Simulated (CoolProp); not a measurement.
Vapour-liquid equilibrium of R114 (1) + R113 (2) at 305.2 K; x and y are mole fractions of (1).

The numbers come from the multi-fluid Helmholtz-energy mixture model, Platzer 1990 and Marx 1992; pair parameters Bell 2016 in CoolProp. This equation is an older, rougher fit; its heat capacities, sound speeds and derivatives of the liquid may be far off and weren't checked against measurements.

```json
[
 {"x": "0.05", "bubble pressure, mixture model (bar)": "0.6883", "bubble pressure, Raoult's law (bar)": "0.6915", "y, mixture model": "0.186", "y, Raoult's law": "0.193"},
 {"x": "0.15", "bubble pressure, mixture model (bar)": "0.8940", "bubble pressure, Raoult's law (bar)": "0.9001", "y, mixture model": "0.434", "y, Raoult's law": "0.446"},
 {"x": "0.25", "bubble pressure, mixture model (bar)": "1.102", "bubble pressure, Raoult's law (bar)": "1.109", "y, mixture model": "0.591", "y, Raoult's law": "0.603"},
 {"x": "0.35", "bubble pressure, mixture model (bar)": "1.311", "bubble pressure, Raoult's law (bar)": "1.317", "y, mixture model": "0.699", "y, Raoult's law": "0.710"},
 {"x": "0.45", "bubble pressure, mixture model (bar)": "1.520", "bubble pressure, Raoult's law (bar)": "1.526", "y, mixture model": "0.777", "y, Raoult's law": "0.788"},
 {"x": "0.55", "bubble pressure, mixture model (bar)": "1.729", "bubble pressure, Raoult's law (bar)": "1.735", "y, mixture model": "0.837", "y, Raoult's law": "0.848"},
 {"x": "0.65", "bubble pressure, mixture model (bar)": "1.936", "bubble pressure, Raoult's law (bar)": "1.943", "y, mixture model": "0.885", "y, Raoult's law": "0.894"},
 {"x": "0.75", "bubble pressure, mixture model (bar)": "2.144", "bubble pressure, Raoult's law (bar)": "2.152", "y, mixture model": "0.924", "y, Raoult's law": "0.932"},
 {"x": "0.85", "bubble pressure, mixture model (bar)": "2.353", "bubble pressure, Raoult's law (bar)": "2.361", "y, mixture model": "0.957", "y, Raoult's law": "0.963"},
 {"x": "0.95", "bubble pressure, mixture model (bar)": "2.566", "bubble pressure, Raoult's law (bar)": "2.569", "y, mixture model": "0.987", "y, Raoult's law": "0.989"}
]
```

The largest gap from Raoult's law is -0.7 % in bubble pressure, at x = 0.15. No azeotrope shows between x = 0.05 and 0.95.

Pair parameters are fitted to limited data, so mixtures are less certain than the pure fluids.
